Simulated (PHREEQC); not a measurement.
CaCl2 is added in steps, without added water, to 1 kg of water holding 1.2 mmol/kgw Ag2SO4, 0.57 mmol/kgw HNO3 and 110 mmol/kgw Cu(NO3)2, at 47 °C. Oxygen is held at 0.21 atm. CO2 from the air is kept out. Only these solids could form: Gypsum, Portlandite, Cu(OH)2, Brochantite, Antlerite, Atacamite, Cu2(OH)3NO3, Cerargyrite, Ag2O, Ag2SO4, Chalcanthite.

Base run: PHREEQC, ion-association model, wateq4f.dat. Each further column changes one thing. The table gives Ag+ (mol/kgw).

| CaCl2 added (mol) | base | metal-ligand complexes left out | all activity coefficients set to 1 | Debye-Hückel limiting law | Davies equation for every ion |
|---|---|---|---|---|---|
| 0 | 0.00228 | 0.00240 | 0.00215 | 0.00233 | ? |
| 0.01833 | 8.10e-8 | 6.79e-8 | ? | 1.51e-7 | 7.41e-8 |
| 0.03667 | 3.92e-8 | 3.33e-8 | 2.52e-8 | 8.02e-8 | 3.56e-8 |
| 0.055 | 2.58e-8 | 2.22e-8 | 1.60e-8 | 5.80e-8 | 2.33e-8 |
| 0.07333 | 1.93e-8 | 1.66e-8 | 1.15e-8 | 4.74e-8 | 1.72e-8 |
| 0.09167 | 1.53e-8 | 1.33e-8 | ? | 4.15e-8 | 1.36e-8 |
| 0.11 | 1.27e-8 | 1.11e-8 | 7.21e-9 | 3.79e-8 | 1.11e-8 |
| 0.1283 | 1.08e-8 | 9.51e-9 | 6.02e-9 | 3.15e-8 | ? |
| 0.1467 | 9.43e-9 | 8.31e-9 | 5.16e-9 | 1.56e-8 | 8.09e-9 |
| 0.165 | 8.33e-9 | 7.36e-9 | 4.49e-9 | 8.29e-9 | 7.07e-9 |
| 0.1833 | 7.45e-9 | 6.59e-9 | 3.98e-9 | 4.65e-9 | 6.25e-9 |
| 0.2017 | 6.72e-9 | ? | 3.56e-9 | 2.73e-9 | 5.57e-9 |
| 0.22 | 6.11e-9 | 5.43e-9 | 3.22e-9 | 1.67e-9 | 5.01e-9 |

Task: Some entries are withheld; supply them.

Result: 
- 0, Davies equation for every ion: 0.00227
- 0.01833, all activity coefficients set to 1: 5.47e-8
- 0.09167, all activity coefficients set to 1: 8.90e-9
- 0.1283, Davies equation for every ion: 9.39e-9
- 0.2017, metal-ligand complexes left out: 5.96e-9

The ionic strength passes 0.7 mol/kgw, the rough limit of the ion-association models, in part of: base; metal-ligand complexes left out; all activity coefficients set to 1; Debye-Hückel limiting law; Davies equation for every ion. Constants without temperature data keep their 25 °C values here.
